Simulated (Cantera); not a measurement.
A perfectly stirred reactor is fed with 0.665 % CH4, 2.89 % O2, 96.4 % N2, equivalence ratio 0.46, at 10.0 bar; it is held at 1050 K, and followed from long to short residence time.

Detailed kinetics in Cantera: GRI-Mech 3.0 (53 species, 325 reactions).

Task: Predict: x(CH4) at τ = 0.710 s; x(O2) at τ = 0.710 s; x(CH3) at τ = 0.710 s; x(CO2) at τ = 0.710 s; x(H2) at τ = 0.710 s; x(CH4) at τ = 19.0 ms; x(O2) at τ = 19.0 ms; x(CH3) at τ = 19.0 ms; x(CO2) at τ = 19.0 ms; x(H2) at τ = 19.0 ms.

Result: 
```json
{
  "x(CH4) at τ = 0.710 s": "0.000502",
  "x(O2) at τ = 0.710 s": "0.0176",
  "x(CH3) at τ = 0.710 s": "4.03e-7",
  "x(CO2) at τ = 0.710 s": "0.00437",
  "x(H2) at τ = 0.710 s": "4.16e-5",
  "x(CH4) at τ = 19.0 ms": "0.00428",
  "x(O2) at τ = 19.0 ms": "0.0257",
  "x(CH3) at τ = 19.0 ms": "2.10e-6",
  "x(CO2) at τ = 19.0 ms": "0.000233",
  "x(H2) at τ = 19.0 ms": "0.000294"
}
```
